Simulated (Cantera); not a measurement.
Feed: 1 mol SiO2, 0.38 mol Al2O3, 0.42 mol O2, held at 1000 Pa.

Cantera equilibrium calculation (NASA polynomials, part measured and part estimated; ideal gas, pure solids and liquids). Candidate condensed phases: Al, Al2O3, Al2SiO5, Al6Si2O13, Si, SiO2; 14 gas species. Mutual solubility and eutectic melting of coexisting phases are not modelled. The tables hold silica as quartz up to 1696 K and as liquid above; real silica turns to tridymite and cristobalite and melts near 1996 K. Condensed phases not in the tables: alloys, solid solutions and most ternary compounds. Rates play no part. All values below are at 1002 °C.

Base state: O2 1.000 (mole fractions); condensed: Al6Si2O13(mullite) + SiO2(β-quartz).

### Question
What changes in the equilibrium state with this change: 0.0055 mol NH3 added?

### Answer
```tsv
species	before	after
O2	1.000	0.974
H2O	0	0.0193
N2	0	0.00641
NO	0	6.51e-5
OH	0	1.59e-5
Al6Si2O13(mullite), mol	0.127	0.127
SiO2(β-quartz), mol	0.747	0.747
```
Further candidate phases: AlN, H2O, Si2N2O, Si3N4.

### Question
What changes in the equilibrium state with this change: SiO2 replaced by TiO2?

### Answer
```json
[
 {"species": "O2", "before": "1.000", "after": "1.000"},
 {"species": "Al6Si2O13(mullite), mol", "before": "0.127", "after": "0"},
 {"species": "SiO2(β-quartz), mol", "before": "0.747", "after": "0"},
 {"species": "Al2O3(s), mol", "before": "0", "after": "0.380"},
 {"species": "TiO2(rutile), mol", "before": "0", "after": "1.00"}
]
```
Condensed phases not in the tables: mixed aluminates and titanates, alloys, solid solutions and most ternary compounds. Further candidate phases: Ti, TiO, TiO2, Ti2O3, Ti3O5, Ti4O7.
